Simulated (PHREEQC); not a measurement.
NaOH is added in steps, without added water, to 1 kg of water holding 0.0038 mol/kgw Al2(SO4)3, 0.0028 mol/kgw CuCl2 and 0.36 mol/kgw NaHCO3, at 25 °C. O2 is buffered at 0.21 atm. CO2 from the air is kept out. Only these solids could form: Al(OH)3(a), Cu(OH)2, Malachite, Brochantite, Antlerite, Atacamite, Basaluminite, Halite, Mirabilite, Chalcanthite, Nahcolite, Natron.

Base run: PHREEQC, ion-association model, wateq4f.dat. Each further column changes one thing. The table gives pH.

```json
[
 {"NaOH added (mol)": "0", "base": "7.26", "diluted 100-fold with water": "7.43", "Al2(SO4)3 from 0.0038 to 0.00342 mol/kgw": "7.30", "CuCl2 from 0.0028 to 0.00056 mol/kgw": "7.32", "no solid may form": "7.11"},
 {"NaOH added (mol)": "0.041", "base": "8.26", "diluted 100-fold with water": "12.48", "Al2(SO4)3 from 0.0038 to 0.00342 mol/kgw": "8.30", "CuCl2 from 0.0028 to 0.00056 mol/kgw": "8.33", "no solid may form": "7.97"},
 {"NaOH added (mol)": "0.0615", "base": "8.56", "diluted 100-fold with water": "12.66", "Al2(SO4)3 from 0.0038 to 0.00342 mol/kgw": "8.59", "CuCl2 from 0.0028 to 0.00056 mol/kgw": "8.60", "no solid may form": "8.40"},
 {"NaOH added (mol)": "0.1025", "base": "8.88", "diluted 100-fold with water": "12.87", "Al2(SO4)3 from 0.0038 to 0.00342 mol/kgw": "8.90", "CuCl2 from 0.0028 to 0.00056 mol/kgw": "8.91", "no solid may form": "8.83"},
 {"NaOH added (mol)": "0.1435", "base": "9.12", "diluted 100-fold with water": "13.01", "Al2(SO4)3 from 0.0038 to 0.00342 mol/kgw": "9.13", "CuCl2 from 0.0028 to 0.00056 mol/kgw": "9.14", "no solid may form": "9.09"},
 {"NaOH added (mol)": "0.164", "base": "9.22", "diluted 100-fold with water": "13.06", "Al2(SO4)3 from 0.0038 to 0.00342 mol/kgw": "9.23", "CuCl2 from 0.0028 to 0.00056 mol/kgw": "9.24", "no solid may form": "9.20"},
 {"NaOH added (mol)": "0.205", "base": "9.40", "diluted 100-fold with water": "13.15", "Al2(SO4)3 from 0.0038 to 0.00342 mol/kgw": "9.41", "CuCl2 from 0.0028 to 0.00056 mol/kgw": "9.42", "no solid may form": "9.39"},
 {"NaOH added (mol)": "0.246", "base": "9.58", "diluted 100-fold with water": "13.23", "Al2(SO4)3 from 0.0038 to 0.00342 mol/kgw": "9.59", "CuCl2 from 0.0028 to 0.00056 mol/kgw": "9.59", "no solid may form": "9.58"},
 {"NaOH added (mol)": "0.2665", "base": "9.68", "diluted 100-fold with water": "13.26", "Al2(SO4)3 from 0.0038 to 0.00342 mol/kgw": "9.70", "CuCl2 from 0.0028 to 0.00056 mol/kgw": "9.69", "no solid may form": "9.68"},
 {"NaOH added (mol)": "0.3075", "base": "9.91", "diluted 100-fold with water": "13.31", "Al2(SO4)3 from 0.0038 to 0.00342 mol/kgw": "9.93", "CuCl2 from 0.0028 to 0.00056 mol/kgw": "9.93", "no solid may form": "9.92"},
 {"NaOH added (mol)": "0.3485", "base": "10.24", "diluted 100-fold with water": "13.36", "Al2(SO4)3 from 0.0038 to 0.00342 mol/kgw": "10.27", "CuCl2 from 0.0028 to 0.00056 mol/kgw": "10.27", "no solid may form": "10.25"},
 {"NaOH added (mol)": "0.369", "base": "10.47", "diluted 100-fold with water": "13.38", "Al2(SO4)3 from 0.0038 to 0.00342 mol/kgw": "10.53", "CuCl2 from 0.0028 to 0.00056 mol/kgw": "10.56", "no solid may form": "10.51"},
 {"NaOH added (mol)": "0.41", "base": "11.96", "diluted 100-fold with water": "13.43", "Al2(SO4)3 from 0.0038 to 0.00342 mol/kgw": "12.04", "CuCl2 from 0.0028 to 0.00056 mol/kgw": "12.07", "no solid may form": "11.95"}
]
```

The database's constant for dissolved Cu(OH)2 is higher than later reviews accept. In at least one series the solution becomes supersaturated in solids that the run did not let form, among them Al(OH)3(a), Cu(OH)2, Malachite, Brochantite, Antlerite.
